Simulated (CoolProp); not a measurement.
n-perfluorohexane along the isobar 2400 kPa: density (kg/m³) from the reference equation and from simpler models built on Tc = 448.0 K, pc = 1742 kPa, ω = 0.497; each cubic takes its own stable root.

Model: reference Helmholtz-energy equation of state, Gao 2022, in CoolProp.

```json
[
 {"T (K)": "255.6", "phase": "liquid", "reference": "1803", "Redlich-Kwong": "1486", "Soave-Redlich-Kwong": "1562"},
 {"T (K)": "269.7", "phase": "liquid", "reference": "1765", "Redlich-Kwong": "1455", "Soave-Redlich-Kwong": "1535"},
 {"T (K)": "283.7", "phase": "liquid", "reference": "1727", "Redlich-Kwong": "1422", "Soave-Redlich-Kwong": "1506"},
 {"T (K)": "297.8", "phase": "liquid", "reference": "1688", "Redlich-Kwong": "1387", "Soave-Redlich-Kwong": "1473"},
 {"T (K)": "311.9", "phase": "liquid", "reference": "1647", "Redlich-Kwong": "1350", "Soave-Redlich-Kwong": "1439"},
 {"T (K)": "326", "phase": "liquid", "reference": "1606", "Redlich-Kwong": "1311", "Soave-Redlich-Kwong": "1401"},
 {"T (K)": "340", "phase": "liquid", "reference": "1563", "Redlich-Kwong": "1269", "Soave-Redlich-Kwong": "1360"},
 {"T (K)": "354.1", "phase": "liquid", "reference": "1518", "Redlich-Kwong": "1225", "Soave-Redlich-Kwong": "1315"},
 {"T (K)": "368.2", "phase": "liquid", "reference": "1470", "Redlich-Kwong": "1178", "Soave-Redlich-Kwong": "1264"},
 {"T (K)": "382.3", "phase": "liquid", "reference": "1417", "Redlich-Kwong": "1127", "Soave-Redlich-Kwong": "1209"},
 {"T (K)": "396.3", "phase": "liquid", "reference": "1360", "Redlich-Kwong": "1072", "Soave-Redlich-Kwong": "1146"},
 {"T (K)": "410.4", "phase": "liquid", "reference": "1294", "Redlich-Kwong": "1010", "Soave-Redlich-Kwong": "1074"}
]
```
